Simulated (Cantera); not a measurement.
A closed system holds: 1 mol Si3N4, 0.0089 mol Si, 8.9 mol N2, held at 2325 K and 0.00220 bar.

Equilibrium computed with Cantera from the NASA thermochemical tables; the gas is ideal and each condensed phase is pure. The tables' values for SiN are old estimates; treat these amounts as uncertain. Equilibrium is a limit: real reactors are often held back by kinetics, nucleation or transport.

| species | before | after |
|---|---|---|
| N2 | 0.785 | 0.708 |
| Si | 0.211 | 0.286 |
| Si2 | 0.00170 | 0.00313 |
| Si3 | 0.000126 | 0.000314 |
| Si2N | 0.000472 | 0.000823 |
| SiN | 0.00117 | 0.00151 |
Gas species are given as mole fractions.

Q: Name the change that produced these shifts.
A. pressure from 0.00220 bar to 0.0133 bar
B. temperature from 2325 K to 1650 K
C. pressure from 0.00220 bar to 0.000700 bar
D. N2 from 8.9 to 5.2 mol

A: D, N2 from 8.9 to 5.2 mol
